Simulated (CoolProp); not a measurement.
Properties of methane at several states.

Model: reference Helmholtz-energy equation of state, Setzmann 1991, in CoolProp.

| T (K) | p (bar) | phase | cv (kJ/(kg K)) | speed of sound (m/s) | expansivity (1/kK) |
|---|---|---|---|---|---|
| 462 | 11.2 | gas | ___ | ___ | 2.207 |
| 423.1 | 1.45 | gas | ___ | 523.0 | 2.371 |
| 266 | 0.362 | gas | 1.643 | 425.7 | 3.771 |
| 614.9 | 41.7 | gas | 2.813 | ___ | 1.666 |
| 304.7 | 0.227 | gas | 1.723 | 453.2 | 3.286 |

Q: Fill in the missing entries.

A: 
- 462, cv (kJ/(kg K)): 2.241
- 462, speed of sound (m/s): 544.0
- 423.1, cv (kJ/(kg K)): 2.096
- 614.9, speed of sound (m/s): 623.0
